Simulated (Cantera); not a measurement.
A closed system holds: 1 mol Al(CH3)3, 0.93 mol N2O, 31 mol H2, at 950 K.

Equilibrium computed with Cantera from the NASA thermochemical tables; the gas is ideal and each condensed phase is pure. Candidate condensed phases: Al, AlN, Al2O3, C, C6H6, C7H8, C8H18, H2O; 148 gas species. The feed counts by its element totals alone. Rates play no part.

Question: At 0.00100 bar, list the 3 most abundant gas species with their mole fractions, and the condensed phases.

Answer: H2 0.979, N2 0.0204, CH4 0.000161. Condensed: AlN(s) + Al2O3(s) + C(graphite).
